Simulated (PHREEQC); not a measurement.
PHREEQC input (ion-association model, wateq4f.dat):

```
SOLUTION_MASTER_SPECIES
  An  An-  0  An  62.0  # stands for a non-complexing anion
SOLUTION_SPECIES
  An- = An-
    -log_k 0
    -gamma 3.0 0
PHASES
  Fix_H+
    H+ = H+
    -log_k 0
SOLUTION 1
  temp 25
  units mmol/kgw
  pH 7 charge
  Na 100
  An 100
END
SELECTED_OUTPUT 1
  -reset false
  -pH true
  -pe true
  -ionic_strength true
  -water true
  -totals Na
  -molalities Hfo_wOH Hfo_wOH2+ Hfo_wO- Hfo_sOH Hfo_sOH2+ Hfo_sO-
USER_PUNCH 1
  -headings sigma psi
  10 PUNCH EDL("sigma", "Hfo"), EDL("psi", "Hfo")
PRINT
  -reset false
USE solution 1
SURFACE 1
  Hfo_wOH 0.00337079 600 1.5
  Hfo_sOH 8.42697e-05
EQUILIBRIUM_PHASES 1
  Fix_H+ -4 HAn 10
    -force_equality true
  O2(g) -0.68 10
END
# ... the last block is repeated for the other 12 points of pH, with NaOH or the acid as the point needs
```

Selected output (columns that matter, 9 of 13 rows; pH added in front):

```
pH	mu	Na	m_Hfo_wOH	m_Hfo_wOH2+	m_Hfo_wO-	m_Hfo_sOH	m_Hfo_sOH2+	m_Hfo_sO-	sigma	psi
4	0.10162	0.1	0.00044532	0.0029239	1.5537e-06	1.1133e-05	7.3098e-05	3.8843e-08	0.32115	0.14628
5	0.10101	0.1	0.0013704	0.0019786	2.1744e-05	3.426e-05	4.9466e-05	5.4359e-07	0.21505	0.12603
5.5	0.10075	0.1	0.0018218	0.0014982	5.075e-05	4.5546e-05	3.7455e-05	1.2688e-06	0.15907	0.11091
6	0.10052	0.1	0.0021629	0.0011114	9.6427e-05	5.4073e-05	2.7786e-05	2.4107e-06	0.11154	0.093417
7	0.10021	0.1	0.0025087	0.00063508	0.00022702	6.2717e-05	1.5877e-05	5.6755e-06	0.044844	0.052449
8	0.10002	0.1	0.0025869	0.00040956	0.00037433	6.4673e-05	1.0239e-05	9.3581e-06	0.0038715	0.0053518
8.5	0.10007	0.10013	0.0025796	0.00033203	0.00045913	6.4491e-05	8.3008e-06	1.1478e-05	-0.013967	-0.018908
9	0.10017	0.10033	0.0025407	0.00025889	0.00057119	6.3517e-05	6.4723e-06	1.428e-05	-0.034321	-0.042484
10	0.10057	0.101	0.0022741	0.00012149	0.00097517	5.6852e-05	3.0372e-06	2.4379e-05	-0.093817	-0.08505
```
